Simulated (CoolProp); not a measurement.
Properties of nitrous oxide along the isotherm 220.5 K.

Computed with CoolProp (reference Helmholtz-energy equation of state, Lemmon 2006). It is a short technical equation, of lower accuracy than the large ones.

```
p (bar)   phase  density (kg/m³)  Joule-Thomson coefficient (K/MPa)  fugacity coefficient
-------  ------  ---------------  ---------------------------------  --------------------
3.62        gas            9.179                              24.77                   ___
7.24     liquid             1119                            -0.1645                   ___
10.9     liquid              ___                            -0.1663                0.4970
14.5     liquid             1121                            -0.1681                0.3765
18.1     liquid             1121                            -0.1698                0.3039
21.7     liquid              ___                            -0.1715                0.2555
25.4     liquid             1123                                ___                0.2200
29       liquid             1124                                ___                0.1942
32.6     liquid             1125                            -0.1765                0.1741
36.2     liquid              ___                                ___                0.1580
```

Task: Some entries are withheld; supply them.

Result: 
- 3.62, fugacity coefficient: 0.9499
- 7.24, fugacity coefficient: 0.7423
- 10.9, density (kg/m³): 1120
- 21.7, density (kg/m³): 1122
- 25.4, Joule-Thomson coefficient (K/MPa): -0.1733
- 29, Joule-Thomson coefficient (K/MPa): -0.1749
- 36.2, density (kg/m³): 1126
- 36.2, Joule-Thomson coefficient (K/MPa): -0.1782
